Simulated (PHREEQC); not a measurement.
Synthetic water in mg/kgw, 20 °C, pH 5.86, pe 12.3: Na 0.0126; K 0.00971; Ca 0.0559; Mg 0.000612; Cl 0.0727; S(6) as SO4 0.00207; Alkalinity as HCO3 0.0933; Br 6.61e-05.

Valence states are taken as typed.

All values are PHREEQC results (ion-association model, phreeqc.dat), not measurements.

No solid was allowed to form.

What ionic strength does the model give?

ionic strength 6.46e-6 mol/kgw.

In which forms is C present?

CO2 77 %, HCO3- 23 % of the C.

Species that the database lacks are ignored.
